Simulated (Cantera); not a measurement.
Charge: 1 mol CaCO3, 1.5 mol O2, at 0.270 bar.

These are equilibrium values from Cantera (NASA tables, ideal gas, pure condensed phases), not measurements of a reactor. Candidate condensed phases: C, Ca, CaCO3, CaO; 15 gas species. The numbers say what is thermodynamically allowed, not how fast it happens. All values below are at 1623 K.

Base state: O2 0.600, CO2 0.400, O 2.84e-5, CO 2.67e-5 (mole fractions); condensed: CaO(s).

Task: What changes in the equilibrium state with this change: CaCO3 replaced by MgO?

Result: 
```tsv
species	before	after
O2	0.600	1.000
O	2.84e-5	3.66e-5
CO2	0.400	0
CO	2.67e-5	0
CaO(s), mol	1.00	0
MgO(s), mol	0	1.00
```
Further candidate phases: Mg, MgO.
